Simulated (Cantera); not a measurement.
# Thermodynamics of metals in furnace atmospheres, feed Cu + CO + N2

Feed: 1 mol Cu, 8.7 mol CO, 29 mol N2.

Equilibrium computed with Cantera from the NASA thermochemical tables; the gas is ideal and each condensed phase is pure. Candidate condensed phases: C, Cu, CuO, Cu2O; 27 gas species. Equilibrium is a limit: real reactors are often held back by kinetics, nucleation or transport.

**Question.** Map the stable condensed phases over T = 500, 600, 700, 800, 900, 1000, 1100, 1200, 1300, 1400, 1500, 1600, 1700, 1800 °C and P in Pa = 10, 35, 120, 440, 1600, 5500, 19000, 68000, 240000, 850000, 3000000.

**Answer.** 
```
T in °C \ P in Pa
              10      35     120     440    1600    5500   19000   68000  240000  850000 3000000
   1800        A       A       A       A       A       A       A       B       B       B       C
   1700        A       A       A       A       A       A       B       B       B       B       C
   1600        A       A       A       A       A       B       B       B       B       B       C
   1500        A       A       A       A       B       B       B       B       B       C       C
   1400        A       A       A       B       B       B       B       B       B       C       C
   1300        A       A       B       B       B       B       B       B       C       C       C
   1200        A       B       B       B       B       B       B       C       C       C       C
   1100        B       B       B       B       B       B       B       C       C       C       C
   1000        B       B       B       B       B       B       C       C       C       C       C
    900        B       B       B       B       C       C       C       C       C       C       C
    800        B       B       B       C       C       C       C       C       C       C       C
    700        B       B       C       C       C       C       C       C       C       C       C
    600        C       C       C       C       C       C       C       C       C       C       C
    500        C       C       C       C       C       C       C       C       C       C       C
```
A: gas only; B: Cu; C: C + Cu.
